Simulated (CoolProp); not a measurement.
Computed with CoolProp (reference Helmholtz-energy equation of state, Span 1996).

Question: Give the vapour pressure (MPa), enthalpy of vaporisation (kJ/kg), liquid viscosity (µPa s), vapour viscosity (µPa s) of saturated carbon dioxide at 259.3 K.

Answer: 
| T (K) | p (MPa) | enthalpy of vaporisation (kJ/kg) | liquid viscosity (µPa s) | vapour viscosity (µPa s) |
|---|---|---|---|---|
| 259.3 | 2.37 | 268 | 127 | 13.4 |

Viscosity comes from a separate model (Laesecke 2017).
